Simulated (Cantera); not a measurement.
A Cantera script and what it prints.

```python
import numpy as np
import cantera as ct

gas_names = """
    C CH CH2 CH3 CH4 C2 C2H C2H2,acetylene C2H2,vinylidene C2H3,vinyl C2H4 C2H5 C2H6 C3 C3H3,propargyl
    C3H4,allene C3H4,propyne C3H4,cyclo- C3H5,allyl C3H6,propylene C3H6,cyclo- C3H7,n-propyl
    C3H7,i-propyl C3H8 C4 C4H2 C4H4,1,3-cyclo- C4H6,butadiene C4H6,2-butyne C4H6,cyclo- C4H8,1-butene
    C4H8,cis2-buten C4H8,tr2-butene C4H8,isobutene C4H8,cyclo- C4H9,n-butyl C4H9,i-butyl C4H9,s-butyl
    C4H9,t-butyl C4H10,isobutane C4H10,n-butane C5 C5H6,1,3cyclo- C5H8,cyclo- C5H10,1-pentene
    C5H10,cyclo- C5H11,pentyl C5H11,t-pentyl C5H12,n-pentane C5H12,i-pentane CH3C(CH3)2CH3 C6H2
    C6H5,phenyl C6H6 C6H10,cyclo- C6H12,1-hexene C6H12,cyclo- C6H13,n-hexyl C7H7,benzyl C7H8
    C7H14,1-heptene C7H15,n-heptyl C7H16,n-heptane C8H8,styrene C8H10,ethylbenz C8H16,1-octene
    C8H17,n-octyl C8H18,isooctane C8H18,n-octane C9H19,n-nonyl C10H8,naphthale C10H21,n-decyl
    C12H9,o-bipheny C12H10,bipheny H H2 Si SiC SiC2 SiC4H12 SiH SiH2 SiH3 SiH4 Si2 Si2C Si3
""".split()
cond_names = """
    C(gr) C6H6(L) C7H8(L) C8H18(L),n-octa Si(cr) Si(L) SiC(b)
""".split()


def load(file, names, dense=False):
    # The tables refer to 1 bar. Condensed volumes are neglected.
    table = {s.name: s for s in ct.Species.list_from_file(file)}
    out = []
    for n in names:
        d = dict(table[n].input_data)
        d["thermo"] = dict(d["thermo"], **{"reference-pressure": 1e5})
        if dense:
            d["equation-of-state"] = {"model": "constant-volume", "density": "1e6 g/cm^3"}
        out.append(ct.Species.from_dict(d))
    return out


gas = ct.Solution(thermo="ideal-gas", species=load("nasa_gas.yaml", gas_names))
cond = {s.name: ct.Solution(thermo="fixed-stoichiometry", species=[s], name=s.name)
        for s in load("nasa_condensed.yaml", cond_names, dense=True)}
atoms = {
    'SiH4': {'Si': 1, 'H': 4},
    'C2H2': {'C': 2, 'H': 2},
    'H2': {'H': 2},
}
top_T = {'C(gr)': 4500, 'SiC(b)': 3050}  # K; cautious upper limits of use, not melting points


def equilibrate(T, P, feed):
    n = {}
    for name, mol in feed.items():
        for a, k in atoms[name].items():
            n[a] = n.get(a, 0.0) + k * mol
    gas.TPX = T, P, n
    mass = sum(n.values()) * gas.mean_molecular_weight
    gas.equilibrate("TP")
    valid = [c for c in cond.values() if c.min_temp <= T <= top_T.get(c.name, c.max_temp)]
    mix = ct.Mixture([(gas, mass / gas.mean_molecular_weight)] + [(c, 0.0) for c in valid])
    mix.T, mix.P = T, P
    mix.equilibrate("TP", solver="vcs", rtol=1e-11, max_steps=5000)
    return mix


results = []
feed = {'SiH4': 1, 'C2H2': 0.32, 'H2': 66}  # mol
P = 1000  # Pa
for T in [2048, 2098, 2148, 2198, 2248, 2298, 2348, 2398, 2448]:
    mix = equilibrate(T, P, feed)
    results.append((T, P, feed, dict(zip(mix.species_names, mix.species_moles))))

top = {s: max(r[3][s] / sum(r[3][g] for g in gas_names) for r in results) for s in gas_names}
cols = sorted((s for s in top if top[s] > 0.001), key=lambda s: -top[s])[:8]
seen = [c for c in cond_names if any(r[3].get(c, 0) > 1e-12 for r in results)]
print("log10 of partial pressures in bar; condensed amounts in mol")
print(f"{'T/K':>10s}" + "".join(f"{s[:9]:>10s}" for s in cols + seen))
for T, P, feed, n in results:
    ng = sum(n[g] for g in gas_names)
    print(f"{T:10.4g}" + "".join(f"{np.log10(max(n[s] / ng * P / 1e5, 1e-99)):10.3f}" for s in cols)
          + "".join(f"{n.get(c, 0):10.4g}" for c in seen))
```

It prints:

```
log10 of partial pressures in bar; condensed amounts in mol
       T/K        H2         H        Si C2H2,acet      SiC2    SiC(b)
      2048    -2.012    -3.656    -4.335    -6.935    -7.568    0.6273
      2098    -2.016    -3.520    -4.324    -6.204    -6.861    0.6158
      2148    -2.021    -3.390    -4.287    -5.559    -6.213    0.5748
      2198    -2.028    -3.268    -4.197    -5.057    -5.651    0.4574
      2248    -2.038    -3.153    -4.057    -4.690    -5.169    0.2052
      2298    -2.049    -3.043    -3.963    -4.534    -4.943         0
      2348    -2.061    -2.939    -3.950    -4.527    -4.943         0
      2398    -2.076    -2.841    -3.944    -4.524    -4.951         0
      2448    -2.094    -2.748    -3.943    -4.527    -4.965         0
```

These are equilibrium values from Cantera (NASA tables, ideal gas, pure condensed phases), not measurements of a reactor. Gases not in the tables: Si2H6 and higher silanes.
